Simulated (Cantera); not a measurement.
A perfectly stirred reactor is fed with 0.207 % CO, 1.18 % O2, 0.0837 % H2O, 98.5 % N2, equivalence ratio 0.087, at 0.210 bar; it is held at 950 K, and followed from long to short residence time.

Computed with Cantera and GRI-Mech 3.0 (53 species, 325 reactions).

x: mole fraction; the columns are a selection and need not sum to one.

```json
[
 {"τ (s)": "1.4", "x CO": "0.00104", "x O2": "0.0113", "x H2O": "0.000834", "x O": "1.15e-5", "x CO2": "…", "x H2O2": "1.05e-8"},
 {"τ (s)": "0.51", "x CO": "0.00149", "x O2": "0.0115", "x H2O": "0.000833", "x O": "1.56e-5", "x CO2": "…", "x H2O2": "9.82e-9"},
 {"τ (s)": "0.19", "x CO": "0.00183", "x O2": "0.0117", "x H2O": "0.000833", "x O": "1.64e-5", "x CO2": "…", "x H2O2": "8.72e-9"},
 {"τ (s)": "0.068", "x CO": "0.00202", "x O2": "0.0118", "x H2O": "0.000836", "x O": "9.44e-6", "x CO2": "…", "x H2O2": "7.13e-9"},
 {"τ (s)": "0.025", "x CO": "0.00207", "x O2": "0.0118", "x H2O": "0.000837", "x O": "5.47e-11", "x CO2": "7.62e-11", "x H2O2": "<1e-12"},
 {"τ (s)": "0.0090", "x CO": "0.00207", "x O2": "0.0118", "x H2O": "0.000837", "x O": "1.56e-11", "x CO2": "1.75e-11", "x H2O2": "<1e-12"},
 {"τ (s)": "0.0033", "x CO": "0.00207", "x O2": "0.0118", "x H2O": "0.000837", "x O": "5.43e-12", "x CO2": "5.65e-12", "x H2O2": "<1e-12"},
 {"τ (s)": "0.0012", "x CO": "0.00207", "x O2": "0.0118", "x H2O": "0.000837", "x O": "1.96e-12", "x CO2": "1.99e-12", "x H2O2": "<1e-12"},
 {"τ (s)": "0.00044", "x CO": "0.00207", "x O2": "0.0118", "x H2O": "0.000837", "x O": "<1e-12", "x CO2": "<1e-12", "x H2O2": "<1e-12"},
 {"τ (s)": "0.00016", "x CO": "0.00207", "x O2": "0.0118", "x H2O": "0.000837", "x O": "<1e-12", "x CO2": "<1e-12", "x H2O2": "<1e-12"}
]
```

**Question.** Some entries are withheld; supply them.

**Answer.** 
- 1.4, x CO2: 0.00103
- 0.51, x CO2: 0.000580
- 0.19, x CO2: 0.000238
- 0.068, x CO2: 4.76e-5
